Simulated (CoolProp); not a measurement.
Properties of carbon monoxide along the isotherm -3.15 °C (Tc = -140.3 °C, pc = 34.98 bar, ω = 0.050).

Model: reference Helmholtz-energy equation of state, Lemmon 2006, in CoolProp. It is a short technical equation, of lower accuracy than the large ones.

```json
[
 {"p (bar)": "19.4", "phase": "gas", "Z": "0.9878", "cp (kJ/(kg K))": "1.085", "cv (kJ/(kg K))": "0.7489", "speed of sound (m/s)": "[?]", "expansivity (1/kK)": "3.988", "fugacity coefficient": "0.9871"},
 {"p (bar)": "38.9", "phase": "supercritical", "Z": "0.9785", "cp (kJ/(kg K))": "1.133", "cv (kJ/(kg K))": "0.7551", "speed of sound (m/s)": "340.3", "expansivity (1/kK)": "4.255", "fugacity coefficient": "0.9758"},
 {"p (bar)": "58.3", "phase": "supercritical", "Z": "[?]", "cp (kJ/(kg K))": "1.180", "cv (kJ/(kg K))": "0.7613", "speed of sound (m/s)": "344.9", "expansivity (1/kK)": "4.494", "fugacity coefficient": "0.9661"},
 {"p (bar)": "77.7", "phase": "supercritical", "Z": "0.9688", "cp (kJ/(kg K))": "1.226", "cv (kJ/(kg K))": "0.7673", "speed of sound (m/s)": "350.9", "expansivity (1/kK)": "4.697", "fugacity coefficient": "0.9579"},
 {"p (bar)": "97.2", "phase": "supercritical", "Z": "0.9683", "cp (kJ/(kg K))": "1.270", "cv (kJ/(kg K))": "0.7731", "speed of sound (m/s)": "358.0", "expansivity (1/kK)": "4.858", "fugacity coefficient": "0.9512"},
 {"p (bar)": "117", "phase": "supercritical", "Z": "0.9709", "cp (kJ/(kg K))": "1.311", "cv (kJ/(kg K))": "0.7787", "speed of sound (m/s)": "366.5", "expansivity (1/kK)": "4.971", "fugacity coefficient": "[?]"},
 {"p (bar)": "136", "phase": "supercritical", "Z": "0.9762", "cp (kJ/(kg K))": "1.346", "cv (kJ/(kg K))": "0.7837", "speed of sound (m/s)": "375.8", "expansivity (1/kK)": "5.032", "fugacity coefficient": "0.9420"},
 {"p (bar)": "155", "phase": "supercritical", "Z": "0.9841", "cp (kJ/(kg K))": "1.376", "cv (kJ/(kg K))": "[?]", "speed of sound (m/s)": "386.0", "expansivity (1/kK)": "5.047", "fugacity coefficient": "0.9395"},
 {"p (bar)": "175", "phase": "supercritical", "Z": "0.9951", "cp (kJ/(kg K))": "1.402", "cv (kJ/(kg K))": "[?]", "speed of sound (m/s)": "397.7", "expansivity (1/kK)": "5.018", "fugacity coefficient": "0.9383"}
]
```

Q: Complete the blanks.

A: 
- 19.4, speed of sound (m/s): 336.9
- 58.3, Z: 0.9722
- 117, fugacity coefficient: 0.9458
- 155, cv (kJ/(kg K)): 0.7885
- 175, cv (kJ/(kg K)): 0.7931
